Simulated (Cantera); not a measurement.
Chlorosilane synthesis and conversion: Si + Cl₂ + H₂

A closed system holds: 1 mol Si, 0.58 mol Cl₂, 15 mol H₂, held at 1 atm.

Method: chemical equilibrium by Gibbs-energy minimisation in Cantera with the NASA 1993 tables (ideal gas, pure condensed phases). Candidate condensed phases: Si; 19 gas species. The tables' values for SiCl₃, SiCl are old estimates; treat these amounts as uncertain. Gases not in the tables: Si₂H₆ and higher silanes. Equilibrium is a limit: real reactors are often held back by kinetics, nucleation or transport.

From 300 °C to 1350 °C the condensed part is Si(s). At 1500 °C the condensed part is Si(l). The main Si-bearing gas is SiHCl₃ at 300 °C and SiCl₂ at 1500 °C. The share of Si in condensed phases is highest at 1500 °C (83.9 %) and lowest at 300 °C (65.9 %).

| T (°C) | x H₂ | x HCl | x SiHCl₃ | x SiCl₄ | x SiCl₂ | x SiCl₃ | x SiH₂Cl₂ | x H | n Si(s) | n Si(l) |
|---|---|---|---|---|---|---|---|---|---|---|
| 300 | 0.978 | 1.09e-5 | 0.0121 | 0.00960 | 4.62e-11 | 1.40e-8 | 0.000699 | <1e-12 | 0.659 | 0 |
| 450 | 0.977 | 0.000253 | 0.0114 | 0.00992 | 5.13e-8 | 1.43e-6 | 0.000916 | <1e-12 | 0.660 | 0 |
| 600 | 0.976 | 0.00194 | 0.0107 | 0.00994 | 4.89e-6 | 2.88e-5 | 0.00105 | 4.59e-11 | 0.668 | 0 |
| 750 | 0.972 | 0.00790 | 0.00949 | 0.00911 | 0.000114 | 0.000222 | 0.00109 | 4.05e-9 | 0.694 | 0 |
| 900 | 0.962 | 0.0209 | 0.00715 | 0.00667 | 0.00103 | 0.000835 | 0.000983 | 1.15e-7 | 0.744 | 0 |
| 1050 | 0.949 | 0.0380 | 0.00371 | 0.00293 | 0.00417 | 0.00149 | 0.000672 | 1.53e-6 | 0.799 | 0 |
| 1200 | 0.940 | 0.0487 | 0.00111 | 0.000615 | 0.00794 | 0.00119 | 0.000317 | 1.22e-5 | 0.826 | 0 |
| 1350 | 0.937 | 0.0514 | 0.000268 | 9.50e-5 | 0.00986 | 0.000634 | 0.000128 | 6.65e-5 | 0.828 | 0 |
| 1500 | 0.936 | 0.0535 | 6.88e-5 | 1.67e-5 | 0.00982 | 0.000311 | 5.06e-5 | 0.000273 | 0 | 0.839 |
x: gas mole fraction; n: condensed amount in mol.
